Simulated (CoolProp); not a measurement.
Vapour-liquid equilibrium of R134a (1) + R227EA (2) at 249.4 K; x and y are mole fractions of (1).

Computed with CoolProp (multi-fluid Helmholtz-energy mixture model, Tillner-Roth 1994 and Lemmon 2016; pair parameters Bell 2016).

Problem. Give the bubble pressure and the first vapour's composition at x = 0.15, 0.45, 0.65. Is there an azeotrope?

Solution. x = 0.15: 0.8114 bar, y = 0.232; x = 0.45: 0.9511 bar, y = 0.560; x = 0.65: 1.026 bar, y = 0.729. No azeotrope shows between x = 0.05 and 0.95.

The pair parameters rest on a limited set of measurements; away from them the model extrapolates.
